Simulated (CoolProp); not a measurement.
A Linde-Hampson liquefier for nitrogen: isothermal reversible compression at 290 K from 1 atm to 10 MPa, throttling to 1 atm, return gas leaving the recuperator 0 K below the feed. Each further row changes one setting.

Model: reference Helmholtz-energy equation of state, Span 2000, in CoolProp.

| case | liquid yield per pass | compression work (kJ/kg of gas) |
|---|---|---|
| as stated | 0.049 | 394 |
| high pressure 20 MPa | (withheld) | (withheld) |
| warm-end temperature 320 K | 0.036 | (withheld) |
| warm-end gap 5 K | (withheld) | 394 |

Question: Fill in the missing entries.

Answer: 
- high pressure 20 MPa, liquid yield per pass: 0.082
- high pressure 20 MPa, compression work (kJ/kg of gas): 455
- warm-end temperature 320 K, compression work (kJ/kg of gas): 437
- warm-end gap 5 K, liquid yield per pass: 0.038
